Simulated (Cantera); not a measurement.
# Equilibrium for fluorocarbon and chlorocarbon gases: CH₂F₂ + CH₄ + H₂

Charge: 1 mol CH₂F₂, 1.6 mol CH₄, 0.38 mol H₂, at 1.33 mbar.

These are equilibrium values from Cantera (NASA tables, ideal gas, pure condensed phases), not measurements of a reactor. Candidate condensed phases: C, C₆H₆, C₇H₈, C₈H₁₈; 95 gas species. Equilibrium is a limit: real reactors are often held back by kinetics, nucleation or transport.

```
T (°C)  log p H  log p H₂  log p HF  log p C  log p F  log p C₃  log p C₂  n C(graphite)
------  -------  --------  --------  -------  -------  --------  --------  -------------
875       -8.68     -3.07     -3.32     <-14     <-14      <-14      <-14           2.60
1075      -7.17     -3.07     -3.32     <-14   -12.51      <-14      <-14           2.60
1275      -6.05     -3.07     -3.32     <-14   -10.71      <-14      <-14           2.60
1475      -5.18     -3.07     -3.32   -13.22    -9.32    -13.65    -14.74           2.60
1675      -4.49     -3.08     -3.33   -11.02    -8.21    -11.13    -12.20           2.60
1875      -3.94     -3.12     -3.34    -9.23    -7.30     -9.09    -10.15           2.59
2075      -3.52     -3.22     -3.37    -7.75    -6.53     -7.40     -8.45           2.57
2275      -3.23     -3.44     -3.43    -6.50    -5.85     -5.99     -7.02           2.52
2475      -3.08     -3.82     -3.51    -5.43    -5.19     -4.78     -5.80           2.15
2675      -3.05     -4.36     -3.63    -4.61    -4.57     -4.03     -4.94              0
2875      -3.04     -4.85     -3.80    -4.16    -4.09     -4.19     -4.72              0
3075      -3.04     -5.31     -4.15    -3.83    -3.85     -4.54     -4.68              0
```
log p: log10 of the partial pressure in bar; n: condensed amount in mol.

From 875 °C to 2475 °C the condensed part is C(graphite). From 2675 °C to 3075 °C nothing is condensed. The main C-bearing gas is CH₄ at 875 °C and C at 3075 °C.
